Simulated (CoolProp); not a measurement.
Values from CoolProp's reference Helmholtz-energy equation of state, Jacobsen 1992.

**Question.** Give the vapour pressure (MPa), liquid density (kg/m³), vapour Z, surface tension (mN/m) of saturated R11 at 72.05 °C.

**Answer.** 
```json
[
 {"T (°C)": "72.05", "p (MPa)": "0.430", "liquid density (kg/m³)": "1360", "vapour Z": "0.901", "surface tension (mN/m)": "12.0"}
]
```

Surface tension comes from a separate correlation (Mulero 2012).
